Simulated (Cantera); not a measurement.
Input (Python, Cantera) and output of one run.

```python
import numpy as np
import cantera as ct

gas_names = """
    C CO CO2 C2 C2O C3 C3O2 C4 C5 O O2 O3 Pb PbO Pb2
""".split()
cond_names = """
    C(gr) Pb(cr) Pb(L) PbO(rd) PbO(yw) PbO(L) PbO2(s) Pb3O4(s)
""".split()


def load(file, names, dense=False):
    # The tables refer to 1 bar. Condensed volumes are neglected.
    table = {s.name: s for s in ct.Species.list_from_file(file)}
    out = []
    for n in names:
        d = dict(table[n].input_data)
        d["thermo"] = dict(d["thermo"], **{"reference-pressure": 1e5})
        if dense:
            d["equation-of-state"] = {"model": "constant-volume", "density": "1e6 g/cm^3"}
        out.append(ct.Species.from_dict(d))
    return out


gas = ct.Solution(thermo="ideal-gas", species=load("nasa_gas.yaml", gas_names))
cond = {s.name: ct.Solution(thermo="fixed-stoichiometry", species=[s], name=s.name)
        for s in load("nasa_condensed.yaml", cond_names, dense=True)}
atoms = {
    'PbO': {'Pb': 1, 'O': 1},
    'CO': {'C': 1, 'O': 1},
    'C': {'C': 1},
}
top_T = {'C(gr)': 4500, 'Pb3O4(s)': 820}  # K; cautious upper limits of use, not melting points


def equilibrate(T, P, feed):
    n = {}
    for name, mol in feed.items():
        for a, k in atoms[name].items():
            n[a] = n.get(a, 0.0) + k * mol
    gas.TPX = T, P, n
    mass = sum(n.values()) * gas.mean_molecular_weight
    gas.equilibrate("TP")
    valid = [c for c in cond.values() if c.min_temp <= T <= top_T.get(c.name, c.max_temp)]
    mix = ct.Mixture([(gas, mass / gas.mean_molecular_weight)] + [(c, 0.0) for c in valid])
    mix.T, mix.P = T, P
    mix.equilibrate("TP", solver="vcs", rtol=1e-11, max_steps=5000)
    return mix


results = []
feed = {'PbO': 1, 'CO': 4, 'C': 0.65}  # mol
T = 2550  # K
P = 11  # Pa
mix = equilibrate(T, P, feed)
results.append((T, P, feed, dict(zip(mix.species_names, mix.species_moles))))
print(gas.report(threshold=0.001))
for i in range(1, mix.n_phases):
    print(f"{mix.phase(i).name:16s} {mix.phase_moles(i):12.5e} mol")
```

It prints:

```
       temperature   2550 K
          pressure   11 Pa
           density   2.9842e-05 kg/m^3
  mean mol. weight   57.519 kg/kmol
   phase of matter   gas

                          1 kg             1 kmol
                     ---------------   ---------------
          enthalpy        5.1048e+05        2.9362e+07  J
   internal energy        1.4187e+05        8.1604e+06  J
           entropy            5886.7        3.3859e+05  J/K
    Gibbs function       -1.4501e+07       -8.3405e+08  J
 heat capacity c_p            608.54             35003  J/K
 heat capacity c_v            463.99             26688  J/K

                      mass frac. Y      mole frac. X     chem. pot. / RT
                     ---------------   ---------------   ---------------
                CO           0.37724           0.77466           -43.141
               CO2         0.0038298         0.0050055           -66.053
                 O          0.014407          0.051796           -22.911
                Pb           0.60346           0.16752           -25.992
     [  +11 minor]         0.0010641         0.0010167

C(gr)             0.00000e+00 mol
Pb(L)             0.00000e+00 mol
PbO(L)            0.00000e+00 mol
```

These are equilibrium values from Cantera (NASA tables, ideal gas, pure condensed phases), not measurements of a reactor.
